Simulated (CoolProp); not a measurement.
A Linde-Hampson liquefier for ethylene: isothermal reversible compression at 320 K from 1 atm to 10 MPa, throttling to 1 atm, return gas leaving the recuperator 0 K below the feed. Each further row changes one setting.

Model: reference Helmholtz-energy equation of state, Smukala 2000, in CoolProp.

```tsv
case	liquid yield per pass	compression work (kJ/kg of gas)
as stated	…	386
high pressure 20 MPa	…	…
warm-end temperature 350 K	…	…
warm-end gap 5 K	…	386
```

Question: Some entries are withheld; supply them.

Answer: 
- as stated, liquid yield per pass: 0.320
- high pressure 20 MPa, liquid yield per pass: 0.416
- high pressure 20 MPa, compression work (kJ/kg of gas): 418
- warm-end temperature 350 K, liquid yield per pass: 0.200
- warm-end temperature 350 K, compression work (kJ/kg of gas): 440
- warm-end gap 5 K, liquid yield per pass: 0.312
